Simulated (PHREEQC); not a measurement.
Solution (25 °C): 46 mmol/kgw NiSO4, 0.27 mmol/kgw CuCl2 and 0.52 mmol/kgw NaF. Closed to the air; pH follows from the charge balance.

Computed with PHREEQC (ion-association model, wateq4f.dat).

No solid was allowed to form.

Q: Order these Ni species by the share of Ni that they hold, largest first: Ni+2, NiF+, NiSO4.

A: Ni+2 (59 %), NiSO4 (40 %), NiF+ (0.18 %)

The pH is 5.88 and the ionic strength 0.110 mol/kgw. Saturation is exceeded, for instance for Brochantite, Antlerite; the values hold only as long as no solid forms.
